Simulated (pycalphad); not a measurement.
Computed with pycalphad from the COST 507 light-alloy database (1999), at 1 atm. These are 1990s assessments: newer ones move some temperatures and phases. Phase fractions are per mole of atoms.

**Question.** Give the equilibrium state of Ti-5.21C (wt.%) at 2000 K.

**Answer.** fcc, fraction 0.513, with 10.3 C wt.%; liquid, fraction 0.487, with 1.0 C wt.%.

**Question.** Give the equilibrium state of Ti-5.21C (wt.%) at 1200 K.

**Answer.** 
```
T = 1200.00 K, P = 101325 Pa, N = 1 mol of atoms
G = -90968 J/mol, H = -13288 J/mol, S = 64.73 J/(mol K)  (SER reference)
chemical potentials (J/mol): Ti -58700, C -238266
phase             fraction      x(Ti)       x(C)
FCC_A1              0.5161     0.6555     0.3445
BCC_A2              0.4839     0.9961     0.0039
```

FCC_A1 is fcc; BCC_A2 is bcc. The fcc model also describes the rock-salt carbide or nitride (TiC, TiN, HfC).
